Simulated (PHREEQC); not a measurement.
Make-up at 25 °C: 0.00019 mol CaSO4, 9.6e-05 mol CO2 and 0.015 mol KCl per kg of water. Closed to the air; pH follows from the charge balance.

The numbers come from PHREEQC with the ion-association model, phreeqc.dat.

```csv
quantity,before,after
pH,5.20,5.19
SO4-2 (mol/kgw),0.000176,0.000143
KSO4- (mol/kgw),1.13e-5,4.68e-5
CaSO4 (mol/kgw),2.22e-6,5.23e-7
SI of Gypsum (CaSO4:2H2O),-3.32,-3.94
SI of Sylvite (KCl),-4.66,-2.82
```

Question: What was changed between the two runs?
A. CO2 replaced by (NH4)2CO3 at the same molality
B. 0.011 mol/kgw NH3 added
C. KCl from 0.015 to 0.15 mol/kgw
D. CO2 left out
E. diluted 2-fold with water

Answer: C, KCl from 0.015 to 0.15 mol/kgw

No solid was allowed to form.
